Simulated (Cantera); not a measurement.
Input: 1 mol Ti, 2.4 mol O2, 9.3 mol H2, held at 1098.15 K and 100 Pa.

Cantera equilibrium calculation (NASA polynomials, part measured and part estimated; ideal gas, pure solids and liquids). Equilibrium is a limit: real reactors are often held back by kinetics, nucleation or transport.

```
species             before    after
-----------------  -------  -------
H2O                  0.301    0.635
O2                   <1e-9    0.365
OH                 1.25e-9  1.07e-5
H2                   0.699  4.18e-8
TiO2(rutile), mol     1.00     1.00
```
Gas species are given as mole fractions.

Task: What was changed between the two runs?
A. O2 from 2.4 to 11 mol
B. temperature from 1098.15 K to 1775 K
C. O2 from 2.4 to 0.27 mol
D. O2 from 2.4 to 0.68 mol

Result: A, O2 from 2.4 to 11 mol
